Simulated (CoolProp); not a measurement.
Vapour-liquid equilibrium of CH2F2 (R32) (1) + methanol (2) at 0.0782 MPa; x and y are mole fractions of (1).

Computed with CoolProp (multi-fluid Helmholtz-energy mixture model, Tillner-Roth 1997 and de Reuck 1993; pair parameters Bell 2016).

```csv
x,"bubble temperature, mixture model (K)","bubble temperature, Raoult's law (K)","y, mixture model","y, Raoult's law"
0.05,254.0,290.1,0.986,0.866
0.125,233.0,264.5,0.998,0.974
0.2,225.8,251.9,0.999,0.990
0.275,222.4,244.0,0.999,0.995
0.35,220.8,238.3,0.999,0.997
0.425,220.0,233.9,0.999,0.998
0.5,219.7,230.4,0.999,0.999
0.575,219.7,227.4,0.999,0.999
0.65,219.6,224.9,0.999,1.000
0.725,219.4,222.7,0.999,1.000
0.8,219.1,220.8,0.999,1.000
0.875,218.4,219.1,1.000,1.000
0.95,217.4,217.5,1.000,1.000
```

The largest gap from Raoult's law is -36.1 K in bubble temperature, at x = 0.05. No azeotrope shows between x = 0.05 and 0.95.

The pair parameters rest on a limited set of measurements; away from them the model extrapolates. With so large a gap from Raoult's law the liquid may split in two, which this calculation doesn't test in full.
